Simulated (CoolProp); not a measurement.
A simple Rankine cycle with water: condensing at 306.15 K, boiler at 0.0925 MPa, turbine inlet 385.6 K, turbine efficiency 0.85, pump efficiency 0.8, no recuperator. Each further row changes one setting.

Model: reference Helmholtz-energy equation of state, Wagner 2002, in CoolProp.

```csv
case,thermal efficiency (%),net work (kJ/kg),heat in (kJ/kg),turbine exit temperature (K),volume ratio over the turbine
as stated,14.1,361,2560,306.1,13.4
turbine inlet 405.6 K,14.1,368,2600,306.1,12.9
condensing temperature 298.15 K,15.7,409,2600,298.1,20.4
boiler pressure 0.0648 MPa,12.4,319,2570,306.1,9.54
turbine efficiency 0.75,12.4,318,2560,306.1,13.7
```

The expansion ends wet for: as stated; turbine inlet 405.6 K; condensing temperature 298.15 K; boiler pressure 0.0648 MPa; turbine efficiency 0.75.
